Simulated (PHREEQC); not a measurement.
Solution (25 °C): 100 mmol/kgw CaCl2 and 0.021 mmol/kgw Na2SiF6. Closed to the air; pH follows from the charge balance.

Computed with PHREEQC (ion-association model, phreeqc.dat).

Each row changes one thing in this solution. No solid was allowed to form.

```
case                                            pH  ionic strength (mol/kgw)  F- (mol/kgw)  HF (mol/kgw)  HF2- (mol/kgw)  NaF (mol/kgw)  SI of Quartz (SiO2)
--------------------------------------------  ----  ------------------------  ------------  ------------  --------------  -------------  -------------------
as made                                       4.22                     0.300      0.000119       6.79e-6         3.06e-9        1.32e-9                -0.66
Na2SiF6 from 2.1e-05 to 3.15e-05 mol/kgw      4.06                     0.300      0.000175       1.44e-5         9.48e-9        2.91e-9                -0.49
CaCl2 left out                                4.15                  0.000114      0.000114       1.20e-5         5.25e-9        2.69e-9                -0.70
CaCl2 replaced by CuCl2 at the same molality  4.07                     0.273       8.30e-5       6.81e-6         2.14e-9       9.43e-10                -0.67
temperature from 25 to 15 °C                  4.21                     0.300      0.000120       5.86e-6         2.43e-9        1.35e-9                -0.51
CaCl2 from 0.1 to 0.09 mol/kgw                4.22                     0.270      0.000119       6.94e-6         3.13e-9        1.35e-9                -0.67
```

Some of these states are supersaturated (in Fluorite, for instance). SiF6-2 is the database's only silicon fluoride.
